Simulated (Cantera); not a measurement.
Standard-state values (1 bar) from the NASA 1993 polynomials, evaluated with Cantera. Values are per mole of reaction as written; species without (g) are pure solids or liquids, kept so even where they would boil at 1 bar. TaC: taken at fixed stoichiometry.

**Question.** Between 300 and 2675 K, where is each reaction favourable under standard conditions?
- 9 C + 2 Ta₂O₅ = 4 TaC + 5 CO₂(g)

**Answer.** 
- 9 C + 2 Ta₂O₅ = 4 TaC + 5 CO₂(g): ΔG° is 1278 kJ at 300 K and -578 kJ at 2675 K; it changes sign between 1775 and 1925 K. ΔH° is 1076 kJ and ΔS° 618 J/K at 2675 K.
